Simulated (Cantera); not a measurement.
Source: NASA polynomial tables (part measured, part estimated), evaluated in Cantera. Values are per mole of reaction as written; species without (g) are pure solids or liquids, kept so even where they would boil at 1 bar.

Si₃N₄ + 2 NH₃(g) = 3 SiH₂(g) + 6 N(g), with ΔH° = 4408.9 kJ and ΔS° = 1044.3 J/K at 300 K.

### Question
How far is the shortcut ΔG° ≈ ΔH°(300 K) − T·ΔS°(300 K) from the full temperature-dependent value at 2100, 2150, 2200, 2250, 2300, 2350 K?

### Answer
```
T (K)  shortcut (kJ)  full (kJ)  difference (kJ)  difference in log10 K
-----  -------------  ---------  ---------------  ---------------------
2100          2215.8     2125.0             90.8                  -2.26
2150          2163.6     2070.1             93.5                  -2.27
2200          2111.4     2015.3             96.0                  -2.28
2250          2059.2     1960.6             98.6                  -2.29
2300          2006.9     1905.9            101.1                  -2.29
2350          1954.7     1851.2            103.5                  -2.30
```
The shortcut ignores the heat-capacity change of the reaction.
